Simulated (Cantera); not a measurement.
Input: 1 mol Cu₂O, 0.52 mol H₂, equilibrated at 23.0 Pa.

Cantera equilibrium calculation (NASA polynomials, part measured and part estimated; ideal gas, pure solids and liquids). Candidate condensed phases: Cu, CuO, Cu(OH)₂, Cu₂O, H₂O; 12 gas species. Mutual solubility and eutectic melting of coexisting phases are not modelled. Rates play no part.

### Question
Which condensed phases are stable at each of these points (T (K)): 773, 823, 873, 923, 973, 1023, 1073, 1123, 1173, 1223, 1273, 1323, 1373, 1423?

### Answer
```csv
T (K),condensed phases,Cu condensed (%)
773,Cu(s) + Cu₂O(s),100.0
823,Cu(s) + Cu₂O(s),100.0
873,Cu(s) + Cu₂O(s),100.0
923,Cu(s) + Cu₂O(s),100.0
973,Cu(s) + Cu₂O(s),100.0
1023,Cu(s) + Cu₂O(s),100.0
1073,Cu(s) + Cu₂O(s),100.0
1123,Cu(s) + Cu₂O(s),100.0
1173,Cu(s) + Cu₂O(s),100.0
1223,Cu(s) + Cu₂O(s),100.0
1273,Cu(s) + Cu₂O(s),100.0
1323,Cu(s) + Cu₂O(s),100.0
1373,Cu(l) + Cu₂O(s),99.9
1423,Cu(l) + Cu₂O(s),99.7
```

From 773 K to 1323 K the condensed part is Cu(s) + Cu₂O(s). From 1373 K to 1423 K the condensed part is Cu(l) + Cu₂O(s).
